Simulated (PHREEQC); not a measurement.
A solution holds 7.6 mmol/kgw KH2PO4, 2.9 mmol/kgw NH3 and 2.6 mmol/kgw KCl, at 25 °C. Closed to the air; pH follows from the charge balance.

All values are PHREEQC results (ion-association model, wateq4f.dat), not measurements.

No solid was allowed to form.

Order these P species by the share of P that they hold, largest first: HPO4-2, KHPO4-, H2PO4-.

H2PO4- (62 %), HPO4-2 (38 %), KHPO4- (0.45 %)

The pH is 6.83 and the ionic strength 0.0159 mol/kgw. H3PO4, which wateq4f.dat lacks, is added to it with the constant of phreeqc.dat.
